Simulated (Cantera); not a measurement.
An isothermal, constant-pressure homogeneous reactor starts with 33.3 % CH4, 66.7 % H2O, at 1548 K and 100000 Pa.

Cantera simulation using GRI-Mech 3.0 (53 species, 325 reactions); the numbers are that mechanism's predictions, not measurements.

Question: Predict: x(CH4) at 4.00 s; x(H2O) at 4.00 s; x(HCO) at 4.00 s; x(H) at 4.00 s; x(C2H2) at 4.00 s.

Answer: 
```json
{
 "x(CH4) at 4.00 s": "0.0407 (gas-phase equilibrium 5.84e-7)",
 "x(H2O) at 4.00 s": "0.324 (gas-phase equilibrium 0.181)",
 "x(HCO) at 4.00 s": "2.78e-9 (gas-phase equilibrium 5.91e-9)",
 "x(H) at 4.00 s": "2.15e-5 (gas-phase equilibrium 2.44e-5)",
 "x(C2H2) at 4.00 s": "0.0341 (gas-phase equilibrium 5.47e-12)"
}
```
